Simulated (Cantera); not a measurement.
Mixture: CH4 : CO : O2 : N2 = 1 : 1.3 : 4.21 : 15.8 (molar parts), at 101000 Pa, adiabatic and at constant pressure. Ignition delay is the time to a rise of 400 K.

Computed with Cantera and GRI-Mech 3.0 (53 species, 325 reactions).

Question: What does this change do: CH4 1 to 1.4 parts?

Answer: 
| quantity | before | after |
|---|---|---|
| delay at 1275 K | 11.8 ms | 15.9 ms |
| delay at 1325 K | 6.00 ms | 7.98 ms |
| delay at 1375 K | 3.21 ms | 4.18 ms |
| delay at 1425 K | 1.82 ms | 2.30 ms |
| delay at 1475 K | 1.09 ms | 1.34 ms |
| delay at 1525 K | 0.690 ms | 0.815 ms |
| delay at 1575 K | 0.456 ms | 0.522 ms |
| apparent activation energy between 1475 and 1575 K | 170 kJ/mol | 180 kJ/mol |

Question: What does this change do: CO 1.3 to 2.7 parts?

Answer: 
```csv
quantity,before,after
delay at 1275 K,11.8 ms,11.1 ms
delay at 1325 K,6.00 ms,5.55 ms
delay at 1375 K,3.21 ms,2.95 ms
delay at 1425 K,1.82 ms,1.66 ms
delay at 1475 K,1.09 ms,1.000 ms
delay at 1525 K,0.690 ms,0.636 ms
delay at 1575 K,0.456 ms,0.424 ms
apparent activation energy between 1475 and 1575 K,170 kJ/mol,170 kJ/mol
```
